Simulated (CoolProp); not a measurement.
Vapour-liquid equilibrium of benzene (1) + o-xylene (2) at 502.3 K; x and y are mole fractions of (1).

Values from CoolProp's multi-fluid Helmholtz-energy mixture model, Thol 2012 and Zhou 2012; pair parameters Bell 2016.

### Question
Give the bubble pressure and the first vapour's composition at x = 0.05, 0.55, 0.65. Is there an azeotrope?

### Answer
x = 0.05: 0.6821 MPa, y = 0.118; x = 0.55: 1.487 MPa, y = 0.769; x = 0.65: 1.654 MPa, y = 0.829. No azeotrope shows between x = 0.05 and 0.95.

Pair parameters are fitted to limited data, so mixtures are less certain than the pure fluids.
